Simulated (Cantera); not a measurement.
Input (Python, Cantera) and output of one run.

```python
import numpy as np
import cantera as ct

gas_names = [...]  # 110 gases of nasa_gas.yaml made of C, H, O
cond_names = """
    C(gr) C6H6(L) C7H8(L) C8H18(L),n-octa H2O(s) H2O(L)
""".split()


# ... load() reads the species with a 1 bar reference pressure and builds the phases ...
atoms = {
    'C2H5OH': {'C': 2, 'H': 6, 'O': 1},
    'CO2': {'C': 1, 'O': 2},
    'H2': {'H': 2},
}
top_T = {'C(gr)': 4500}  # K; cautious upper limits of use, not melting points


# ... equilibrate(T, P, feed) seeds the gas with the atoms and calls Mixture.equilibrate('TP', solver="vcs", rtol=1e-11, max_steps=5000) ...
results = []
T = 1448.15  # K
P = 920000  # Pa
for m in [0.69, 1.2, 1.7, 2.2, 2.7, 3.2, 3.7]:
    feed = {'C2H5OH': 1, 'CO2': m, 'H2': 40}  # mol
    mix = equilibrate(T, P, feed)
    results.append((T, P, feed, dict(zip(mix.species_names, mix.species_moles))))
    x = sorted(zip(gas.X, gas.species_names), reverse=True)
    print(f"T = {T:g} K  P = {P:g} Pa  n(CO2) = {m:g} mol  gas = {mix.phase_moles(0):.4g} mol")
    print("   x: " + "  ".join(f"{s} {v:.3e}" for v, s in x if v > 0.001))
    print("   condensed (mol): " + ("  ".join(f"{mix.phase(i).name} {mix.phase_moles(i):.4g}"
          for i in range(1, mix.n_phases) if mix.phase_moles(i) > 1e-12) or "none"))
```

Result:

```
T = 1448.15 K  P = 920000 Pa  n(CO2) = 0.69 mol  gas = 44.8 mol
   x: H2 9.370e-01  CO 5.003e-02  CH4 9.937e-03  H2O 2.958e-03
   condensed (mol): none
T = 1448.15 K  P = 920000 Pa  n(CO2) = 1.2 mol  gas = 45.8 mol
   x: H2 9.217e-01  CO 6.528e-02  H2O 8.441e-03  CH4 4.325e-03
   condensed (mol): none
T = 1448.15 K  P = 920000 Pa  n(CO2) = 1.7 mol  gas = 46.48 mol
   x: H2 9.035e-01  CO 7.661e-02  H2O 1.685e-02  CH4 2.395e-03
   condensed (mol): none
T = 1448.15 K  P = 920000 Pa  n(CO2) = 2.2 mol  gas = 47.05 mol
   x: H2 8.846e-01  CO 8.656e-02  H2O 2.607e-02  CH4 1.641e-03  CO2 1.076e-03
   condensed (mol): none
T = 1448.15 K  P = 920000 Pa  n(CO2) = 2.7 mol  gas = 47.58 mol
   x: H2 8.659e-01  CO 9.587e-02  H2O 3.534e-02  CO2 1.650e-03  CH4 1.258e-03
   condensed (mol): none
T = 1448.15 K  P = 920000 Pa  n(CO2) = 3.2 mol  gas = 48.1 mol
   x: H2 8.474e-01  CO 1.048e-01  H2O 4.444e-02  CO2 2.317e-03  CH4 1.025e-03
   condensed (mol): none
T = 1448.15 K  P = 920000 Pa  n(CO2) = 3.7 mol  gas = 48.62 mol
   x: H2 8.294e-01  CO 1.133e-01  H2O 5.333e-02  CO2 3.073e-03
   condensed (mol): none
```

These are equilibrium values from Cantera (NASA tables, ideal gas, pure condensed phases), not measurements of a reactor.
